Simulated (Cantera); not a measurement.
A perfectly stirred reactor is fed with C2H6 : N2 = 1 : 9.3 (molar parts), at 98.0 Pa; it is held at 1475 K, and followed from long to short residence time.

Detailed kinetics in Cantera: GRI-Mech 3.0 (53 species, 325 reactions). GRI-Mech 3.0 stops at C3 and has no aromatics, soot or wall deposition, so with more carbon than oxygen in the feed, carbon stays in small species such as C2H2 where larger ones or solid carbon would form. Radical loss at walls, strong at low pressure, is not modelled.

**Question.** Predict: x(C2H6) at τ = 0.550 s; x(H) at τ = 0.550 s; x(CH4) at τ = 0.550 s; x(C2H4) at τ = 0.550 s; x(CH2) at τ = 0.550 s; x(C2H6) at τ = 11.0 ms; x(H) at τ = 11.0 ms; x(CH4) at τ = 11.0 ms; x(C2H4) at τ = 11.0 ms; x(CH2) at τ = 11.0 ms.

**Answer.** 
```json
{
  "x(C2H6) at τ = 0.550 s": "0.00442",
  "x(H) at τ = 0.550 s": "0.000383",
  "x(CH4) at τ = 0.550 s": "0.0373",
  "x(C2H4) at τ = 0.550 s": "0.0152",
  "x(CH2) at τ = 0.550 s": "5.13e-6",
  "x(C2H6) at τ = 11.0 ms": "0.0784",
  "x(H) at τ = 11.0 ms": "0.000155",
  "x(CH4) at τ = 11.0 ms": "0.00366",
  "x(C2H4) at τ = 11.0 ms": "0.0103",
  "x(CH2) at τ = 11.0 ms": "6.03e-6"
}
```
